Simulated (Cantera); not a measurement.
## NO annealing gas

An isothermal, constant-pressure homogeneous reactor starts with 57.1 % NO, 42.9 % N₂, at 1925 K and 101000 Pa.

Detailed kinetics in Cantera: GRI-Mech 3.0 (53 species, 325 reactions).

| t (s) | x NO | x N₂ | x O | x N₂O | x O₂ | x NO₂ |
|---|---|---|---|---|---|---|
| 0.000100 | 0.571 | 0.429 | 6.22e-6 | 2.03e-5 | 3.46e-7 | 1.69e-5 |
| 0.000209 | 0.571 | 0.429 | 1.00e-5 | 3.94e-5 | 1.57e-6 | 4.02e-5 |
| 0.000436 | 0.571 | 0.429 | 1.76e-5 | 7.06e-5 | 9.12e-6 | 8.90e-5 |
| 0.000911 | 0.571 | 0.429 | 2.87e-5 | 0.000110 | 5.58e-5 | 0.000165 |
| 0.00190 | 0.570 | 0.429 | 3.59e-5 | 0.000139 | 0.000246 | 0.000215 |
| 0.00397 | 0.569 | 0.429 | 3.79e-5 | 0.000147 | 0.000726 | 0.000228 |
| 0.00829 | 0.567 | 0.430 | 3.97e-5 | 0.000146 | 0.00174 | 0.000239 |
| 0.0173 | 0.563 | 0.433 | 4.31e-5 | 0.000144 | 0.00386 | 0.000260 |
| 0.0362 | 0.554 | 0.437 | 4.95e-5 | 0.000139 | 0.00823 | 0.000298 |
| 0.0755 | 0.536 | 0.446 | 6.03e-5 | 0.000129 | 0.0171 | 0.000358 |
| 0.158 | 0.501 | 0.464 | 7.72e-5 | 0.000111 | 0.0347 | 0.000435 |
| 0.329 | 0.437 | 0.496 | 0.000101 | 8.36e-5 | 0.0667 | 0.000503 |
| 0.688 | 0.336 | 0.546 | 0.000130 | 4.86e-5 | 0.117 | 0.000502 |
| 1.44 | 0.210 | 0.609 | 0.000158 | 1.89e-5 | 0.180 | 0.000386 |
| 3.00 | 0.0989 | 0.665 | 0.000179 | 4.37e-6 | 0.236 | 0.000207 |
x: mole fraction; the columns are a selection and need not sum to one.

Equilibrium at this temperature and pressure: NO 0.00683, N₂ 0.711, O 0.000195, N₂O 3.70e-7, O₂ 0.282, NO₂ 1.56e-5 (gas phase only).
